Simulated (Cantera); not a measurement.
An isothermal, constant-pressure homogeneous reactor starts with C₂H₆ : N₂ = 1 : 1.7 (molar parts), at 1448 K and 1.00 bar. Integrator tolerance rtol = 1e-08.

Computed with Cantera and GRI-Mech 3.0 (53 species, 325 reactions). GRI-Mech 3.0 stops at C3 and has no aromatics, soot or wall deposition, so with more carbon than oxygen in the feed, carbon stays in small species such as C2H2 where larger ones or solid carbon would form.

**Question.** What does this change do: N2 1.7 to 5.6 parts?

**Answer.** 
```tsv
quantity	before	after
x(C₂H₆) at 4.00 s	9.44e-5 (gas-phase equilibrium 7.60e-5)	1.95e-5 (gas-phase equilibrium 1.28e-5)
x(CH₄) at 4.00 s	0.101 (gas-phase equilibrium 0.0933)	0.0359 (gas-phase equilibrium 0.0298)
x(CH₂) at 4.00 s	4.53e-10 (gas-phase equilibrium 3.98e-10)	2.66e-10 (gas-phase equilibrium 2.10e-10)
x(H) at 4.00 s	5.16e-6 (gas-phase equilibrium 5.20e-6)	3.94e-6 (gas-phase equilibrium 4.05e-6)
x(HCN) at 4.00 s	4.09e-9 (gas-phase equilibrium 0.0980)	1.25e-8 (gas-phase equilibrium 0.0886)
x(C₂H) at 4.00 s	3.78e-9 (gas-phase equilibrium 2.73e-9)	2.80e-9 (gas-phase equilibrium 1.60e-9)
```

**Question.** What does this change do: temperature 1448 to 1900 K?

**Answer.** 
| quantity | before | after |
|---|---|---|
| x(C₂H₆) at 4.00 s | 9.44e-5 (gas-phase equilibrium 7.60e-5) | 3.54e-7 (gas-phase equilibrium 2.43e-7) |
| x(CH₄) at 4.00 s | 0.101 (gas-phase equilibrium 0.0933) | 0.00358 (gas-phase equilibrium 0.00297) |
| x(CH₂) at 4.00 s | 4.53e-10 (gas-phase equilibrium 3.98e-10) | 1.32e-7 (gas-phase equilibrium 1.09e-7) |
| x(H) at 4.00 s | 5.16e-6 (gas-phase equilibrium 5.20e-6) | 0.000518 (gas-phase equilibrium 0.000519) |
| x(HCN) at 4.00 s | 4.09e-9 (gas-phase equilibrium 0.0980) | 0.000117 (gas-phase equilibrium 0.135) |
| x(C₂H) at 4.00 s | 3.78e-9 (gas-phase equilibrium 2.73e-9) | 3.39e-6 (gas-phase equilibrium 2.31e-6) |

**Question.** What does this change do: temperature 1448 to 1400 K?

**Answer.** 
```json
[
 {"quantity": "x(C₂H₆) at 4.00 s", "before": "9.44e-5 (gas-phase equilibrium 7.60e-5)", "after": "0.000168 (gas-phase equilibrium 0.000133)"},
 {"quantity": "x(CH₄) at 4.00 s", "before": "0.101 (gas-phase equilibrium 0.0933)", "after": "0.126 (gas-phase equilibrium 0.128)"},
 {"quantity": "x(CH₂) at 4.00 s", "before": "4.53e-10 (gas-phase equilibrium 3.98e-10)", "after": "1.94e-10 (gas-phase equilibrium 1.62e-10)"},
 {"quantity": "x(H) at 4.00 s", "before": "5.16e-6 (gas-phase equilibrium 5.20e-6)", "after": "2.79e-6 (gas-phase equilibrium 2.56e-6)"},
 {"quantity": "x(HCN) at 4.00 s", "before": "4.09e-9 (gas-phase equilibrium 0.0980)", "after": "1.35e-9 (gas-phase equilibrium 0.0913)"},
 {"quantity": "x(C₂H) at 4.00 s", "before": "3.78e-9 (gas-phase equilibrium 2.73e-9)", "after": "1.50e-9 (gas-phase equilibrium 1.00e-9)"}
]
```
